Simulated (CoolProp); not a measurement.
Vapour-liquid equilibrium of R143a (1) + R236FA (2) at 0.0089 MPa; x and y are mole fractions of (1).

Values from CoolProp's multi-fluid Helmholtz-energy mixture model, Lemmon and Jacobsen 2000 and Pan 2012; pair parameters Bell 2016.

```json
[
 {"x": "0.05", "bubble temperature, mixture model (K)": "219.4", "bubble temperature, Raoult's law (K)": "218.6", "y, mixture model": "0.364", "y, Raoult's law": "0.398"},
 {"x": "0.2", "bubble temperature, mixture model (K)": "207.1", "bubble temperature, Raoult's law (K)": "206.2", "y, mixture model": "0.787", "y, Raoult's law": "0.805"},
 {"x": "0.35", "bubble temperature, mixture model (K)": "199.7", "bubble temperature, Raoult's law (K)": "199.1", "y, mixture model": "[?]", "y, Raoult's law": "0.914"},
 {"x": "0.5", "bubble temperature, mixture model (K)": "[?]", "bubble temperature, Raoult's law (K)": "194.3", "y, mixture model": "[?]", "y, Raoult's law": "0.957"},
 {"x": "0.65", "bubble temperature, mixture model (K)": "191.0", "bubble temperature, Raoult's law (K)": "190.8", "y, mixture model": "0.979", "y, Raoult's law": "0.979"},
 {"x": "0.8", "bubble temperature, mixture model (K)": "[?]", "bubble temperature, Raoult's law (K)": "188.1", "y, mixture model": "0.991", "y, Raoult's law": "0.991"},
 {"x": "0.95", "bubble temperature, mixture model (K)": "185.9", "bubble temperature, Raoult's law (K)": "185.9", "y, mixture model": "0.998", "y, Raoult's law": "0.998"}
]
```

Problem. What belongs in the gaps?

Solution. 
- 0.35, y, mixture model: 0.909
- 0.5, bubble temperature, mixture model (K): 194.7
- 0.5, y, mixture model: 0.956
- 0.8, bubble temperature, mixture model (K): 188.2

The largest gap from Raoult's law is +0.9 K in bubble temperature, at x = 0.2. No azeotrope shows between x = 0.05 and 0.95.

Pair parameters are fitted to limited data, so mixtures are less certain than the pure fluids.
